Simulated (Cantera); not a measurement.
**Ignition delay**

Mixture: 3.25 % CH4, 0.814 % H2, 20.2 % O2, 75.7 % N2, at 100000 Pa, adiabatic and at constant pressure. Ignition delay is the time to a rise of 400 K.

Detailed kinetics in Cantera: GRI-Mech 3.0 (53 species, 325 reactions).

| T0 (K) | delay (ms) |
|---|---|
| 1073 | 14.2 |
| 1123 | 8.35 |
| 1173 | 5.03 |
| 1223 | 3.09 |
| 1273 | 1.94 |
| 1323 | 1.26 |
| 1373 | 0.844 |
| 1423 | 0.584 |

- apparent activation energy between 1323 and 1423 K = 120 kJ/mol
